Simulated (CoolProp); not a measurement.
Model: reference Helmholtz-energy equation of state, Lemmon 2006, in CoolProp. It is a short technical equation, of lower accuracy than the large ones.

Q: For C3F8 (R218), give the phase and the Z, cv (kJ/(kg K)), conductivity (mW/(m K)) at 46.05 °C and 21 bar; 86.35 °C and 21 bar; 126.55 °C and 21 bar.

A: 
- 46.05 °C and 21 bar: liquid; Z 0.124, cv 0.835, conductivity 40.9
- 86.35 °C and 21 bar: gas; Z 0.711, cv 0.881, conductivity 21.0
- 126.55 °C and 21 bar: gas; Z 0.829, cv 0.904, conductivity 23.1

Thermal conductivity comes from a separate model (Huber 2003), an estimate that may be off by 10 % or more.
